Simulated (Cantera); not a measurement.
CF₄ + H₂ + F₂ (fluorocarbon and chlorocarbon gases)

A closed system holds: 1 mol CF₄, 0.44 mol H₂, 1.9 mol F₂, held at 960 Pa.

Equilibrium computed with Cantera from the NASA thermochemical tables; the gas is ideal and each condensed phase is pure. Candidate condensed phases: C, C₆H₆, C₇H₈, C₈H₁₈; 95 gas species. Gases not in the tables: C₂F₆ and larger saturated fluorocarbons. Equilibrium is a limit: real reactors are often held back by kinetics, nucleation or transport.

From 1223 K to 2123 K nothing is condensed. The main C-bearing gas is CF₄ throughout.

| T (K) | log p F | log p CF₄ | log p HF | log p F₂ | log p CF₂ |
|---|---|---|---|---|---|
| 1223 | -2.24 | -2.69 | -2.75 | -4.04 | <-14 |
| 1298 | -2.24 | -2.70 | -2.75 | -4.44 | <-14 |
| 1373 | -2.24 | -2.70 | -2.75 | -4.80 | <-14 |
| 1448 | -2.23 | -2.70 | -2.75 | -5.13 | <-14 |
| 1523 | -2.23 | -2.70 | -2.75 | -5.43 | -13.53 |
| 1598 | -2.23 | -2.70 | -2.75 | -5.70 | -12.06 |
| 1673 | -2.23 | -2.70 | -2.75 | -5.94 | -10.73 |
| 1748 | -2.23 | -2.70 | -2.75 | -6.17 | -9.51 |
| 1823 | -2.23 | -2.70 | -2.75 | -6.37 | -8.39 |
| 1898 | -2.23 | -2.70 | -2.75 | -6.56 | -7.36 |
| 1973 | -2.23 | -2.70 | -2.75 | -6.74 | -6.40 |
| 2048 | -2.23 | -2.70 | -2.75 | -6.90 | -5.52 |
| 2123 | -2.23 | -2.71 | -2.76 | -7.05 | -4.71 |
log p: log10 of the partial pressure in bar; nothing condenses.
